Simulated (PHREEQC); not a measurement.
A solution holds 0.019 mol/kgw H2SO4 and 0.26 mol/kgw Fe(NO3)3, at 25 °C. Closed to the air; pH follows from the charge balance.

Computed with PHREEQC (ion-association model, wateq4f.dat).

Problem. The ionic strength comes out as 1.48 mol/kgw. What activity coefficients do Fe(SO4)2-, FeSO4+, FeHSO4+2, Fe3(OH)4+5, Fe+3 get?

Solution. Fe(SO4)2- 0.88, FeSO4+ 0.62, FeHSO4+2 0.61, Fe3(OH)4+5 0.046, Fe+3 0.061.

Precipitation was switched off in this run. The solution is supersaturated, for example in Hematite (slow to form), Goethite (slow to form), so a real one may precipitate; this is no full list. Ionic strength above about 0.7 mol/kgw puts this run outside the model's range. Complexes and solids missing from the database can't appear.
